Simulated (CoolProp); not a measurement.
A Linde-Hampson liquefier for ethylene: isothermal reversible compression at 290 K from 1 atm to 40 MPa, throttling to 1 atm, return gas leaving the recuperator 0 K below the feed. Each further row changes one setting.

Computed with CoolProp (reference Helmholtz-energy equation of state, Smukala 2000).

```csv
case,liquid yield per pass,compression work (kJ/kg of gas)
as stated,0.501,395
high pressure 80 MPa,0.447,476
warm-end temperature 320 K,0.428,468
warm-end gap 5 K,0.495,395
```
